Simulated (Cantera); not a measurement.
A Cantera script and what it prints.

```python
import numpy as np
import cantera as ct

gas_names = """
    Fe FeO N NO NO2 NO3 N2 N2O O O2 O3 S SN SO SO2 SO3 S2 S2O S8
""".split()
cond_names = """
    Fe(a) Fe(c) Fe(d) Fe(L) FeO(s) FeO(L) FeS(a) FeS(b) FeS(c) FeS(L) FeSO4(s) FeS2(s) Fe2O3(s)
    Fe2S3O12(s) Fe3O4(s) S(cr1) S(cr2) S(L)
""".split()


# ... load() reads the species with a 1 bar reference pressure and builds the phases ...
atoms = {
    'FeS2': {'Fe': 1, 'S': 2},
    'O2': {'O': 2},
    'N2': {'N': 2},
    'SO3': {'S': 1, 'O': 3},
}
top_T = {'FeSO4(s)': 950, 'FeS2(s)': 1010, 'Fe2O3(s)': 1830, 'Fe2S3O12(s)': 1100, 'Fe3O4(s)': 1870}  # K; cautious upper limits of use, not melting points


# ... equilibrate(T, P, feed) seeds the gas with the atoms and calls Mixture.equilibrate('TP', solver="vcs", rtol=1e-11, max_steps=5000) ...
results = []
T = 1773  # K
P = 1200000  # Pa
for m in [0.56, 0.88, 1.4, 2.1, 3.3, 5.1, 7.9, 12, 19, 30, 46]:
    feed = {'FeS2': 1, 'O2': 4.1, 'N2': m, 'SO3': 1.2}  # mol
    mix = equilibrate(T, P, feed)
    results.append((T, P, feed, dict(zip(mix.species_names, mix.species_moles))))
    x = sorted(zip(gas.X, gas.species_names), reverse=True)
    print(f"T = {T:g} K  P = {P:g} Pa  n(N2) = {m:g} mol  gas = {mix.phase_moles(0):.4g} mol")
    print("   x: " + "  ".join(f"{s} {v:.3e}" for v, s in x if v > 1e-05))
    print("   condensed (mol): " + ("  ".join(f"{mix.phase(i).name} {mix.phase_moles(i):.4g}"
          for i in range(1, mix.n_phases) if mix.phase_moles(i) > 1e-12) or "none"))
```

Result:

```
T = 1773 K  P = 1.2e+06 Pa  n(N2) = 0.56 mol  gas = 5.674 mol
   x: SO2 5.512e-01  O2 3.364e-01  N2 9.785e-02  SO3 1.282e-02  NO 1.689e-03  NO2 1.977e-05  O 1.572e-05
   condensed (mol): Fe2O3(s) 0.5
T = 1773 K  P = 1.2e+06 Pa  n(N2) = 0.88 mol  gas = 5.995 mol
   x: SO2 5.220e-01  O2 3.184e-01  N2 1.458e-01  SO3 1.181e-02  NO 2.005e-03  NO2 2.284e-05  O 1.529e-05
   condensed (mol): Fe2O3(s) 0.5
T = 1773 K  P = 1.2e+06 Pa  n(N2) = 1.4 mol  gas = 6.516 mol
   x: SO2 4.807e-01  O2 2.929e-01  N2 2.137e-01  SO3 1.043e-02  NO 2.329e-03  NO2 2.544e-05  O 1.467e-05
   condensed (mol): Fe2O3(s) 0.5
T = 1773 K  P = 1.2e+06 Pa  n(N2) = 2.1 mol  gas = 7.218 mol
   x: SO2 4.344e-01  N2 2.897e-01  O2 2.644e-01  SO3 8.954e-03  NO 2.576e-03  NO2 2.674e-05  O 1.394e-05
   condensed (mol): Fe2O3(s) 0.5
T = 1773 K  P = 1.2e+06 Pa  n(N2) = 3.3 mol  gas = 8.42 mol
   x: N2 3.905e-01  SO2 3.729e-01  O2 2.266e-01  SO3 7.117e-03  NO 2.769e-03  NO2 2.661e-05  O 1.290e-05
   condensed (mol): Fe2O3(s) 0.5
T = 1773 K  P = 1.2e+06 Pa  n(N2) = 5.1 mol  gas = 10.22 mol
   x: N2 4.975e-01  SO2 3.077e-01  O2 1.866e-01  SO3 5.329e-03  NO 2.836e-03  NO2 2.473e-05  O 1.171e-05
   condensed (mol): Fe2O3(s) 0.5
T = 1773 K  P = 1.2e+06 Pa  n(N2) = 7.9 mol  gas = 13.03 mol
   x: N2 6.051e-01  SO2 2.420e-01  O2 1.464e-01  SO3 3.712e-03  NO 2.771e-03  NO2 2.140e-05  O 1.037e-05
   condensed (mol): Fe2O3(s) 0.5
T = 1773 K  P = 1.2e+06 Pa  n(N2) = 12 mol  gas = 17.21 mol
   x: N2 6.959e-01  SO2 1.834e-01  O2 1.155e-01  NO 2.640e-03  SO3 2.499e-03  NO2 1.811e-05
   condensed (mol): Fe3O4(s) 0.3333
T = 1773 K  P = 1.2e+06 Pa  n(N2) = 19 mol  gas = 24.22 mol
   x: N2 7.834e-01  SO2 1.306e-01  O2 8.202e-02  NO 2.360e-03  SO3 1.500e-03  NO2 1.364e-05
   condensed (mol): Fe3O4(s) 0.3333
T = 1773 K  P = 1.2e+06 Pa  n(N2) = 30 mol  gas = 35.22 mol
   x: N2 8.508e-01  SO2 9.000e-02  O2 5.628e-02  NO 2.037e-03  SO3 8.560e-04
   condensed (mol): Fe3O4(s) 0.3333
T = 1773 K  P = 1.2e+06 Pa  n(N2) = 46 mol  gas = 51.22 mol
   x: N2 8.972e-01  SO2 6.199e-02  O2 3.858e-02  NO 1.732e-03  SO3 4.881e-04
   condensed (mol): Fe3O4(s) 0.3333
```

Method: chemical equilibrium by Gibbs-energy minimisation in Cantera with the NASA 1993 tables (ideal gas, pure condensed phases).
